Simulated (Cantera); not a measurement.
Charge: 1 mol Fe(CO)5, 1.9 mol H2, held at 48.0 Pa.

Method: chemical equilibrium by Gibbs-energy minimisation in Cantera with the NASA 1993 tables (ideal gas, pure condensed phases). Candidate condensed phases: C, C6H6, C7H8, C8H18, Fe, Fe(CO)5, FeO, Fe(OH)2, Fe(OH)3, Fe2O3, Fe3O4, H2O; 114 gas species. Kinetics and transport are ignored.

Question: At 1075 K, list the 4 most abundant gas species with their mole fractions, and the condensed phases.

Answer: CO 0.725, H2 0.275, CO2 3.43e-5, H2O 1.21e-5. Condensed: Fe(α).
